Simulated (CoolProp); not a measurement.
A single-stage vapour-compression cycle with C2F6 (R116): evaporating at 206.15 K (dew point), condensing at 242.15 K (bubble point), superheat 2 K, subcooling 8 K, compressor efficiency 0.65, no pressure losses. Each further row changes one setting.

The numbers come from the reference Helmholtz-energy equation of state, Lemmon 2006 in CoolProp. It is a short technical equation, of lower accuracy than the large ones.

```json
[
 {"case": "as stated", "cooling COP": "(withheld)", "pressure ratio": "4.16", "discharge temperature (K)": "255.7", "refrigerating effect (kJ/kg)": "84.8", "volumetric capacity (kJ/m³)": "1280"},
 {"case": "evaporating temperature 211.15 K", "cooling COP": "(withheld)", "pressure ratio": "3.31", "discharge temperature (K)": "253.6", "refrigerating effect (kJ/kg)": "87.3", "volumetric capacity (kJ/m³)": "1640"},
 {"case": "condensing temperature 237.15 K", "cooling COP": "(withheld)", "pressure ratio": "3.51", "discharge temperature (K)": "249.8", "refrigerating effect (kJ/kg)": "90.1", "volumetric capacity (kJ/m³)": "1360"},
 {"case": "subcooling 13 K", "cooling COP": "(withheld)", "pressure ratio": "4.16", "discharge temperature (K)": "255.7", "refrigerating effect (kJ/kg)": "90.0", "volumetric capacity (kJ/m³)": "1360"},
 {"case": "superheat 12 K", "cooling COP": "3.25", "pressure ratio": "4.16", "discharge temperature (K)": "266.2", "refrigerating effect (kJ/kg)": "(withheld)", "volumetric capacity (kJ/m³)": "1300"},
 {"case": "compressor efficiency 0.55", "cooling COP": "2.71", "pressure ratio": "4.16", "discharge temperature (K)": "261.8", "refrigerating effect (kJ/kg)": "84.8", "volumetric capacity (kJ/m³)": "1280"}
]
```

Task: Some entries are withheld; supply them.

Result: 
- as stated, cooling COP: 3.21
- evaporating temperature 211.15 K, cooling COP: 3.93
- condensing temperature 237.15 K, cooling COP: 3.87
- subcooling 13 K, cooling COP: 3.41
- superheat 12 K, refrigerating effect (kJ/kg): 91.3
